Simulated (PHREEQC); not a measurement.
A PHREEQC speciation (ion-association model, phreeqc.dat) at 25 °C gives pH 2.88 and these molalities:

```
species   mol/kgw
-------  --------
Mn+2       0.0187
SO4-2      0.0177
MnSO4      0.0102
HF        0.00384
F-        0.00254
H+        0.00157
HSO4-     0.00115
MnF+     0.000139
HF2-      3.75e-5
```

Problem. What are the element totals, and what could have been dissolved in 1 kg of water to give them?

Solution. Several could match; the one computed here: totals F 0.00660, Mn(2) 0.0290, S(6) 0.0290 mol/kgw, from 6.6 mmol/kgw HF and 29 mmol/kgw MnSO4.

This is a speciation only: nothing precipitates in the calculation.
